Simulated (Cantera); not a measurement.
Charge: 1 mol Si, a varied amount of H2O, 26 mol CO, at 927 °C and 0.000260 bar.

Equilibrium computed with Cantera from the NASA thermochemical tables; the gas is ideal and each condensed phase is pure. Candidate condensed phases: C, C6H6, C7H8, C8H18, H2O, Si, SiC, SiO2; 123 gas species. The tables hold silica as quartz up to 1696 K and as liquid above; real silica turns to tridymite and cristobalite and melts near 1996 K. Rates play no part.

### Question
At 4.8 mol H2O, list the 4 most abundant gas species with their mole fractions, and the condensed phases.

### Answer
CO 0.771, H2 0.138, CO2 0.0730, H2O 0.0179. Condensed: SiO2(β-quartz).
